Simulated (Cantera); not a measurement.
A closed system holds: 1 mol SiH₄, 0.31 mol N₂, equilibrated at 1725 °C and 0.00280 bar.

Cantera equilibrium calculation (NASA polynomials, part measured and part estimated; ideal gas, pure solids and liquids). Candidate condensed phases: Si, Si₃N₄; 18 gas species. The tables' values for SiN are old estimates; treat these amounts as uncertain. Gases not in the tables: Si₂H₆ and higher silanes. Rates play no part.

Base state: H₂ 0.826, N₂ 0.130, H 0.0276, Si 0.0152, SiH 0.000498, Si₂ 0.000157, Si₂N 9.98e-5, SiH₂ 8.67e-5 (mole fractions); condensed: Si(l).

**Question.** What changes in the equilibrium state with this change: pressure from 0.00280 bar to 0.000240 bar?

**Answer.** 
```json
[
 {"species": "H₂", "before": "0.826", "after": "0.632"},
 {"species": "Si", "before": "0.0152", "after": "0.177"},
 {"species": "N₂", "before": "0.130", "after": "0.104"},
 {"species": "H", "before": "0.0276", "after": "0.0823"},
 {"species": "Si₂", "before": "0.000157", "after": "0.00183"},
 {"species": "Si₃", "before": "3.36e-5", "after": "0.000392"},
 {"species": "SiN", "before": "7.58e-5", "after": "0.000232"},
 {"species": "Si₂N", "before": "9.98e-5", "after": "0.000305"},
 {"species": "SiH", "before": "0.000498", "after": "0.00149"},
 {"species": "Si(l), mol", "before": "0.961", "after": "0.453"}
]
```
